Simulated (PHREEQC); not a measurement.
Model water analysis in mmol/kgw, 11 °C, pH 6.14, pe 9.8: Na 0.0936; K 0.00867; Ca 0.157; Mg 0.0798; Cl 0.146; S(6) 0.0266; Alkalinity (meq/kgw) 0.388; Ni 7.31e-05; Pb 0.00146.

Cl is adjusted to close the charge balance.
Valence states are taken as typed.

The numbers come from PHREEQC with the ion-association model, wateq4f.dat.

```csv
quantity,before,after
CO2 (mol/kgw),0.000772,0.000765
Pb+2 (mol/kgw),9.27e-7,9.35e-7
CaSO4 (mol/kgw),5.42e-7,5.03e-7
CaHCO3+ (mol/kgw),5.08e-7,4.92e-7
MgSO4 (mol/kgw),2.55e-7,7.07e-7
SI of Cerrusite (PbCO3),-0.54,-0.56
SI of Pb(OH)2 (Pb(OH)2),-2.46,-2.47
```

Problem. Name the change that produced these shifts.
A. pH from 6.14 to 5.64 at the same alkalinity
B. pH from 6.14 to 5.5 at the same alkalinity
C. temperature from 11 to 65 °C at the same typed pH
D. K from 0.00867 to 0.0173 mmol/kgw
E. Mg from 0.0798 to 0.239 mmol/kgw

Solution. E, Mg from 0.0798 to 0.239 mmol/kgw

No solid was allowed to form. Constants without temperature data keep their 25 °C values here.
